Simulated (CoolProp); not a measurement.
Saturation properties of R152A.

Values from CoolProp's reference Helmholtz-energy equation of state, Outcalt 1996. It is a modified Benedict-Webb-Rubin equation, recast in Helmholtz form.

| T (K) | p (bar) | liquid density (kg/m³) | vapour density (kg/m³) | liquid viscosity (µPa s) |
|---|---|---|---|---|
| 199.9 | 0.06041 | 1109 | 0.2415 | 629 |
| 218.3 | 0.2063 | 1073 | 0.7618 | 457 |
| 236.7 | 0.5652 | 1037 | 1.953 | 348 |
| 255 | 1.305 | 998.8 | 4.284 | 272 |
| 273.4 | 2.664 | 958.5 | 8.431 | 216 |
| 291.8 | 4.920 | 915.3 | 15.27 | 174 |
| 310.2 | 8.398 | 867.8 | 26.06 | 140 |
| 328.6 | 13.46 | 814.0 | 42.80 | 113 |

It boils at 249.1 K under 1 atm.

Viscosity comes from a separate model (Bell 2016), an estimate that may be off by 10 % or more.
